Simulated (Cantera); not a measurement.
# Diamond growth

A diamond (100) surface in a fixed gas of H2 with x(CH4) = 0.0068, x(H) = 0.015, x(CH3) = 4.8e-05, at 1325 K; coverages are run to steady state.

Computed with Cantera and the Harris–Goodwin 1993 mechanism for the reconstructed diamond (100) surface.

```csv
P (Pa),growth (µm/h),θ c6HH,θ c6H*,θ c6*H,θ c6**,θ c6HM
1500,0.152,0.365,0.0519,0.532,0.0504,2.15e-5
2300,0.266,0.365,0.0520,0.532,0.0504,3.26e-5
3600,0.488,0.365,0.0520,0.532,0.0504,4.96e-5
5700,0.939,0.365,0.0521,0.532,0.0504,7.50e-5
9000,1.84,0.365,0.0522,0.532,0.0505,0.000110
14000,3.56,0.365,0.0523,0.532,0.0505,0.000155
22000,6.98,0.365,0.0525,0.531,0.0506,0.000210
35000,13.6,0.365,0.0529,0.531,0.0507,0.000274
```
θ: site fractions in the mechanism's names (c6HH fully hydrogenated, c6H* and c6*H radical sites, c6** diradical, c6HM methylated).
